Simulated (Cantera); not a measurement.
## Adiabatic ignition

An adiabatic, constant-pressure homogeneous reactor starts with CH₄ : O₂ : N₂ = 1 : 1.11 : 4.18 (molar parts), equivalence ratio 1.8, at 1625 K and 3.75 atm.

Computed with Cantera and GRI-Mech 3.0 (53 species, 325 reactions).

```
t (s)     T (K)     x CH₄     x O₂      x H    x C₂H₂     x NO₂
--------  -----  --------  -------  -------  --------  --------
4.00e-6    1625     0.159    0.176  1.02e-7  1.46e-12    <1e-12
9.57e-6    1625     0.159    0.176  1.57e-7  7.84e-11    <1e-12
2.29e-5    1625     0.159    0.176  3.66e-7   4.96e-9    <1e-12
5.47e-5    1629     0.157    0.175  1.17e-6   2.80e-7    <1e-12
0.000131   1687     0.140    0.164  1.52e-5   3.39e-5  1.02e-11
0.000313   2725  3.16e-11  9.24e-5   0.0113    <1e-12   1.19e-8
0.000748   2724  3.16e-11  9.23e-5   0.0114    <1e-12   1.45e-8
0.00179    2724  3.18e-11  9.18e-5   0.0113    <1e-12   1.68e-8
0.00428    2724  3.19e-11  9.17e-5   0.0113    <1e-12   1.73e-8
0.0102     2724  3.19e-11  9.17e-5   0.0113    <1e-12   1.73e-8
0.0245     2724  3.19e-11  9.17e-5   0.0113    <1e-12   1.73e-8
0.0585     2724  3.19e-11  9.17e-5   0.0113    <1e-12   1.73e-8
0.140      2724  3.19e-11  9.17e-5   0.0113    <1e-12   1.73e-8
0.335      2724  3.19e-11  9.17e-5   0.0113    <1e-12   1.73e-8
0.800      2724  3.19e-11  9.17e-5   0.0113    <1e-12   1.73e-8
```
x: mole fraction; the columns are a selection and need not sum to one.

```json
{
  "time_of_steepest_temperature_rise": "0.167 ms",
  "temperature at 0.800 s": "2724 K",
  "equilibrium_temperature": "2724 K",
  "x(CH₄) at 0.800 s": "3.19e-11 (gas-phase equilibrium 3.60e-11)",
  "x(O₂) at 0.800 s": "9.17e-5 (gas-phase equilibrium 9.17e-5)",
  "x(H) at 0.800 s": "0.0113 (gas-phase equilibrium 0.0113)"
}
```
